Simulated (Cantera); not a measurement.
## Thermodynamics of chlorosilane synthesis and conversion, feed SiCl₄ + Cl₂ + H₂

Charge: 1 mol SiCl₄, a varied amount of Cl₂, 0.53 mol H₂, held at 1202 °C and 0.560 bar.

These are equilibrium values from Cantera (NASA tables, ideal gas, pure condensed phases), not measurements of a reactor. Candidate condensed phases: Si; 19 gas species. The tables' values for SiCl₃ are old estimates; treat these amounts as uncertain. Equilibrium is a limit: real reactors are often held back by kinetics, nucleation or transport.

From 0.5 mol Cl₂ to 2.7 mol Cl₂ nothing is condensed. The main Si-bearing gas is SiCl₄ throughout.

```json
[
 {"n(Cl₂) (mol)": "0.5", "log p HCl": "-0.55", "log p Cl₂": "-6.07", "log p SiCl₄": "-0.57", "log p Cl": "-4.34", "log p SiCl₃": "-2.21", "log p H₂": "-2.37", "log p SiCl₂": "-3.31", "log p SiHCl₃": "-3.42"},
 {"n(Cl₂) (mol)": "0.72", "log p HCl": "-0.58", "log p Cl₂": "-1.38", "log p SiCl₄": "-0.61", "log p Cl": "-2.00", "log p SiCl₃": "-4.59", "log p H₂": "-7.13", "log p SiCl₂": "-8.04", "log p SiHCl₃": "-8.18"},
 {"n(Cl₂) (mol)": "0.94", "log p HCl": "-0.62", "log p Cl₂": "-1.07", "log p SiCl₄": "-0.65", "log p Cl": "-1.84", "log p SiCl₃": "-4.78", "log p H₂": "-7.52", "log p SiCl₂": "-8.39", "log p SiHCl₃": "-8.57"},
 {"n(Cl₂) (mol)": "1.2", "log p HCl": "-0.67", "log p Cl₂": "-0.90", "log p SiCl₄": "-0.69", "log p Cl": "-1.76", "log p SiCl₃": "-4.92", "log p H₂": "-7.78", "log p SiCl₂": "-8.61", "log p SiHCl₃": "-8.83"},
 {"n(Cl₂) (mol)": "1.4", "log p HCl": "-0.70", "log p Cl₂": "-0.81", "log p SiCl₄": "-0.73", "log p Cl": "-1.71", "log p SiCl₃": "-4.99", "log p H₂": "-7.93", "log p SiCl₂": "-8.72", "log p SiHCl₃": "-8.98"},
 {"n(Cl₂) (mol)": "1.6", "log p HCl": "-0.73", "log p Cl₂": "-0.75", "log p SiCl₄": "-0.76", "log p Cl": "-1.68", "log p SiCl₃": "-5.05", "log p H₂": "-8.05", "log p SiCl₂": "-8.81", "log p SiHCl₃": "-9.10"},
 {"n(Cl₂) (mol)": "1.8", "log p HCl": "-0.76", "log p Cl₂": "-0.70", "log p SiCl₄": "-0.78", "log p Cl": "-1.66", "log p SiCl₃": "-5.10", "log p H₂": "-8.15", "log p SiCl₂": "-8.89", "log p SiHCl₃": "-9.20"},
 {"n(Cl₂) (mol)": "2", "log p HCl": "-0.78", "log p Cl₂": "-0.66", "log p SiCl₄": "-0.81", "log p Cl": "-1.64", "log p SiCl₃": "-5.15", "log p H₂": "-8.24", "log p SiCl₂": "-8.95", "log p SiHCl₃": "-9.29"},
 {"n(Cl₂) (mol)": "2.3", "log p HCl": "-0.82", "log p Cl₂": "-0.62", "log p SiCl₄": "-0.84", "log p Cl": "-1.62", "log p SiCl₃": "-5.21", "log p H₂": "-8.36", "log p SiCl₂": "-9.03", "log p SiHCl₃": "-9.41"},
 {"n(Cl₂) (mol)": "2.5", "log p HCl": "-0.84", "log p Cl₂": "-0.59", "log p SiCl₄": "-0.87", "log p Cl": "-1.60", "log p SiCl₃": "-5.24", "log p H₂": "-8.43", "log p SiCl₂": "-9.08", "log p SiHCl₃": "-9.48"},
 {"n(Cl₂) (mol)": "2.7", "log p HCl": "-0.86", "log p Cl₂": "-0.57", "log p SiCl₄": "-0.89", "log p Cl": "-1.59", "log p SiCl₃": "-5.27", "log p H₂": "-8.50", "log p SiCl₂": "-9.12", "log p SiHCl₃": "-9.54"}
]
```
log p: log10 of the partial pressure in bar; nothing condenses.
